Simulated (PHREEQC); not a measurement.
Brine: speciation

Make-up at 41 °C: 0.59 mol/kgw H2SO4, 0.074 mol/kgw MgSO4 and 2 mol/kgw MgCl2. Closed to the air; pH follows from the charge balance.

Equilibrium calculation in PHREEQC: Pitzer model, pitzer.dat.

Each row changes one thing in this solution. This is a speciation only: nothing precipitates in the calculation.

```csv
case,pH,ionic strength (mol/kgw),HSO4- (mol/kgw),SO4-2 (mol/kgw),SI of Epsomite (MgSO4:7H2O),SI of Hexahydrite (MgSO4:6H2O)
as made,-0.66,7.16,0.453,0.211,-1.06,-1.09
diluted 100-fold with water,2.10,0.0768,0.00191,0.00473,-3.24,-3.37
MgCl2 from 2 to 4 mol/kgw,-1.74,13.1,0.473,0.191,-0.88,-0.74
MgSO4 left out,-0.67,6.95,0.409,0.180,-1.14,-1.18
temperature from 41 to 85 °C,-0.45,7.03,0.517,0.147,-1.95,-1.68
```

Complexes and solids missing from the database can't appear. In brines, pH and single-ion activities rest on the MacInnes convention. Constants without temperature data keep their 25 °C values here.
